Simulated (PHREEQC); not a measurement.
Dissolve 0.0022 mol KOH, 0.00019 mol H4SiO4 and 0.21 mol K2CO3 per kg of water at 89 °C. Closed to the air; pH follows from the charge balance.

Equilibrium calculation in PHREEQC: ion-association model, wateq4f.dat.

```
quantity                   before    after
------------------------  -------  -------
pH                          10.55     9.55
ionic strength (mol/kgw)    0.612    0.428
H2SiO4-2 (mol/kgw)        2.34e-5  1.97e-6
H4SiO4 (mol/kgw)          3.50e-6  3.61e-5
SI of Quartz (SiO2)         -2.18    -1.19
```

Task: What was changed between the two runs?
(A) K2CO3 replaced by K2SO4 at the same molality
(B) H4SiO4 from 0.00019 to 0.000171 mol/kgw
(C) temperature from 89 to 65 °C
(D) 0.0028 mol/kgw NH3 added
(E) KOH from 0.0022 to 0.011 mol/kgw

Result: A, K2CO3 replaced by K2SO4 at the same molality

No solid was allowed to form. Away from 25 °C the constants follow the database's enthalpies or fits; those with neither stay at their 25 °C values.
